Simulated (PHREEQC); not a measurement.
Make-up at 53 °C: 0.00019 mol/kgw Ag2SO4, 0.0011 mol/kgw NaCl and 0.0064 mol/kgw Zn(NO3)2. Closed to the air; pH follows from the charge balance.

Equilibrium calculation in PHREEQC: ion-association model, wateq4f.dat.

Precipitation was switched off in this run.

Q: Order these Ag species by the share of Ag that they hold, largest first: AgCl2-, AgCl, Ag+, AgNO3.

A: Ag+ (53 %), AgCl (44 %), AgCl2- (3.2 %), AgNO3 (0.26 %)

The pH is 5.28 and the ionic strength 0.0204 mol/kgw. The solution is supersaturated, for example in Cerargyrite, so a real one may precipitate; this is no full list. Away from 25 °C the constants follow the database's enthalpies or fits; those with neither stay at their 25 °C values.
